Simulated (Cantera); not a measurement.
A freely propagating, adiabatic, planar premixed flame of CO : H₂ : CH₄ : O₂ : N₂ : H₂O = 1 : 0.054 : 0.5 : 1.39 : 5.22 : 0.68 (molar parts), unburnt at 450 K and 5.00 bar; mixture-averaged transport, grid criteria slope 0.08 and curve 0.16, no radiation.

Cantera simulation using GRI-Mech 3.0 (53 species, 325 reactions); the numbers are that mechanism's predictions, not measurements. Burning velocities carry a grid error of a few per cent, more on coarse grids.

Task: How do the results move with these cheaper or finer settings: unity-Lewis-number transport; multicomponent transport; multicomponent+Soret transport; grid criteria slope 0.5, curve 1; grid criteria slope 0.25, curve 0.5; grid criteria slope 0.03, curve 0.06?

Result: 
| setting | laminar burning velocity | thermal thickness | peak x(C₂H₆) | grid points | grid points |
|---|---|---|---|---|---|
| as above | 48.6 cm/s | 0.113 mm | 0.000296 | 141 | 141 |
| unity-Lewis-number transport | 38.1 cm/s | 0.126 mm | 0.000280 | 139 | 139 |
| multicomponent transport | 49.0 cm/s | 0.114 mm | 0.000304 | 141 | 141 |
| multicomponent+Soret transport | 48.3 cm/s | 0.115 mm | 0.000295 | 141 | 141 |
| grid criteria slope 0.5, curve 1 | 53.7 cm/s | 0.125 mm | 0.000299 | 33 | 33 |
| grid criteria slope 0.25, curve 0.5 | 50.0 cm/s | 0.117 mm | 0.000291 | 56 | 56 |
| grid criteria slope 0.03, curve 0.06 | 47.8 cm/s | 0.112 mm | 0.000296 | 308 | 308 |
The base run took roughly 10 core-seconds.
Unity Lewis numbers drop preferential diffusion, which matters most where H2 and H carry the flame; Soret adds thermal diffusion.
